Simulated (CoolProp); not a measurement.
A closed Brayton cycle with nitrogen: compressor inlet 318.15 K and 6.1 MPa, high pressure 15.5 MPa, turbine inlet 765 K, compressor efficiency 0.8, turbine efficiency 0.9, recuperator effectiveness 0.8 (on enthalpy, no pinch check). Each further row changes one setting.

Computed with CoolProp (reference Helmholtz-energy equation of state, Span 2000).

```json
[
 {"case": "as stated", "thermal efficiency (%)": "20.8", "net work (kJ/kg)": "45.0", "compressor to turbine work": "0.74", "compressor exit (K)": "440.7", "turbine exit (K)": "610.5"},
 {"case": "turbine inlet 715 K", "thermal efficiency (%)": "(withheld)", "net work (kJ/kg)": "(withheld)", "compressor to turbine work": "0.80", "compressor exit (K)": "440.7", "turbine exit (K)": "569.2"},
 {"case": "compressor inlet 328.15 K", "thermal efficiency (%)": "19.1", "net work (kJ/kg)": "40.6", "compressor to turbine work": "(withheld)", "compressor exit (K)": "454.5", "turbine exit (K)": "610.5"},
 {"case": "high pressure 13.2 MPa", "thermal efficiency (%)": "21.6", "net work (kJ/kg)": "43.0", "compressor to turbine work": "0.71", "compressor exit (K)": "(withheld)", "turbine exit (K)": "634.8"},
 {"case": "recuperator effectiveness 0.5", "thermal efficiency (%)": "(withheld)", "net work (kJ/kg)": "45.0", "compressor to turbine work": "0.74", "compressor exit (K)": "440.7", "turbine exit (K)": "610.5"}
]
```

Problem. Complete the blanks.

Solution. 
- turbine inlet 715 K, thermal efficiency (%): 17.1
- turbine inlet 715 K, net work (kJ/kg): 33.5
- compressor inlet 328.15 K, compressor to turbine work: 0.77
- high pressure 13.2 MPa, compressor exit (K): 417.2
- recuperator effectiveness 0.5, thermal efficiency (%): 16.5
